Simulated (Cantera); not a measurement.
A perfectly stirred reactor is fed with CH4 : CO2 = 1 : 0.73 (molar parts), at 69000 Pa; it is held at 1673 K, and followed from long to short residence time.

Cantera simulation using GRI-Mech 3.0 (53 species, 325 reactions); the numbers are that mechanism's predictions, not measurements.

Task: Predict: x(CH4) at τ = 0.660 s; x(CO2) at τ = 0.660 s; x(CO) at τ = 0.660 s; x(C2H6) at τ = 0.660 s; x(CH4) at τ = 10.0 ms; x(CO2) at τ = 10.0 ms; x(CO) at τ = 10.0 ms; x(C2H6) at τ = 10.0 ms.

Result: 
```
Quantity                   Value
----------------------  --------
x(CH4) at τ = 0.660 s     0.0547
x(CO2) at τ = 0.660 s     0.0470
x(CO) at τ = 0.660 s       0.293
x(C2H6) at τ = 0.660 s   2.76e-5
x(CH4) at τ = 10.0 ms      0.369
x(CO2) at τ = 10.0 ms      0.336
x(CO) at τ = 10.0 ms      0.0339
x(C2H6) at τ = 10.0 ms  0.000920
```
